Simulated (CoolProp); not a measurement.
n-nonane along the isobar 2490 kPa: fugacity coefficient from the reference equation and from simpler models built on Tc = 594.5 K, pc = 2282 kPa, ω = 0.443; each cubic takes its own stable root.

Model: reference Helmholtz-energy equation of state, Lemmon 2006, in CoolProp. It is a short technical equation, of lower accuracy than the large ones.

```
T (K)          phase  reference
-----  -------------  ---------
409           liquid    0.02989
426.3         liquid    0.04705
443.7         liquid    0.07076
461.1         liquid     0.1019
478.4         liquid     0.1412
495.8         liquid     0.1894
513.2         liquid     0.2465
530.5         liquid     0.3118
547.9         liquid     0.3852
565.3         liquid     0.4647
582.6         liquid     0.5475
600    supercritical     0.6284
```

Task: How far does each simpler model (van der Waals, Redlich-Kwong) lie from the reference over these 12 states: mean and median of the absolute difference, and the worst?

Result: 
- van der Waals: mean 149.2 %, median 90.1 %, worst +511.9 % at 409 K and 2490 kPa
- Redlich-Kwong: mean 55.4 %, median 41.7 %, worst +155.2 % at 409 K and 2490 kPa
